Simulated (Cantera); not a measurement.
## Premixed flame

A freely propagating, adiabatic, planar premixed flame of H₂ : O₂ : N₂ = 1 : 0.781 : 2.97 (molar parts), equivalence ratio 0.64, unburnt at 548 K and 0.220 bar; mixture-averaged transport, grid criteria slope 0.08 and curve 0.16, no radiation.

Model: the H2/O2 subset of GRI-Mech 3.0, which has no nitrogen chemistry, integrated in Cantera. Burning velocities carry a grid error of a few per cent, more on coarse grids. Lean hydrogen flames are cellular in practice and burn faster than this planar one.

| z (mm) | T (K) | u (m/s) | x H₂ | x O₂ | x OH | x HO₂ | x H₂O | x H₂O₂ |
|---|---|---|---|---|---|---|---|---|
| -9.26 | 548 | 3.84 | 0.210 | 0.164 | <1e-8 | <1e-8 | <1e-8 | <1e-8 |
| -6.17 | 548 | 3.84 | 0.210 | 0.164 | <1e-8 | <1e-8 | <1e-8 | <1e-8 |
| -4.63 | 548 | 3.84 | 0.210 | 0.164 | <1e-8 | <1e-8 | <1e-8 | <1e-8 |
| -3.09 | 548 | 3.84 | 0.210 | 0.164 | <1e-8 | 5.16e-7 | 1.32e-7 | <1e-8 |
| -1.54 | 563 | 3.93 | 0.206 | 0.165 | 5.58e-5 | 0.000100 | 0.000961 | 2.90e-6 |
| -0.772 | 732 | 5.01 | 0.176 | 0.161 | 0.000477 | 6.19e-5 | 0.0167 | 4.02e-6 |
| 0 | 1093 | 7.26 | 0.0860 | 0.126 | 0.00274 | 2.88e-5 | 0.0926 | 1.62e-6 |
| 0.772 | 1351 | 8.89 | 0.0264 | 0.0827 | 0.00707 | 1.59e-5 | 0.165 | 1.68e-6 |
| 1.54 | 1477 | 9.66 | 0.0185 | 0.0738 | 0.00920 | 1.20e-5 | 0.181 | 1.13e-6 |
| 3.09 | 1611 | 10.5 | 0.0167 | 0.0706 | 0.0112 | 9.19e-6 | 0.189 | 6.17e-7 |
| 6.17 | 1746 | 11.2 | 0.0140 | 0.0682 | 0.0125 | 6.78e-6 | 0.199 | 3.19e-7 |
| 12.3 | 1868 | 11.9 | 0.0103 | 0.0665 | 0.0125 | 4.65e-6 | 0.209 | 1.76e-7 |
| 24.7 | 1966 | 12.4 | 0.00634 | 0.0656 | 0.0110 | 2.95e-6 | 0.218 | 1.07e-7 |
x: mole fraction of selected species; z is measured from the peak of heat release.

```json
{
 "laminar_burning_velocity": "384 cm/s",
 "thermal_thickness": "3.09 mm",
 "peak x(OH)": "0.0127",
 "peak x(HO₂)": "0.000102",
 "peak x(H₂O₂)": "5.17e-6",
 "grid_points": "135"
}
```
